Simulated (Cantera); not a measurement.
A closed system holds: 1 mol Zr, 0.93 mol N₂, 130 mol H₂, a varied amount of H₂O, equilibrated at 2573.15 K and 7.50 Torr.

Method: chemical equilibrium by Gibbs-energy minimisation in Cantera with the NASA 1993 tables (ideal gas, pure condensed phases). Candidate condensed phases: H₂O, Zr, ZrN, ZrO₂; 28 gas species. ZrN: taken at fixed stoichiometry. Kinetics and transport are ignored.

### Question
At 0.24 mol H₂O, list the 5 most abundant gas species with their mole fractions, and the condensed phases.

### Answer
H₂ 0.706, H 0.289, N₂ 0.00371, ZrO 0.00155, Zr 0.000255. Condensed: ZrN(s).
